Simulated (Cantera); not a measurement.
Input: 1 mol LiCl, 21 mol H2, equilibrated at 825 K and 34000 Pa.

Method: chemical equilibrium by Gibbs-energy minimisation in Cantera with the NASA 1993 tables (ideal gas, pure condensed phases). Candidate condensed phases: Li, LiCl, LiH; 11 gas species. Equilibrium is a limit: real reactors are often held back by kinetics, nucleation or transport.

Base state: H2 1.000, Li2Cl2 1.06e-5 (mole fractions); condensed: LiCl(s).

What changes in the equilibrium state with this change: temperature from 825 K to 2198 K?


```tsv
species	before	after
H2	1.000	0.942
LiCl	5.02e-6	0.0416
H	<1e-9	0.00927
HCl	<1e-9	0.00352
Li	<1e-9	0.00347
LiH	<1e-9	7.34e-5
Cl	<1e-9	2.52e-5
Li2Cl2	1.06e-5	8.90e-6
LiCl(s), mol	0.999	0
```
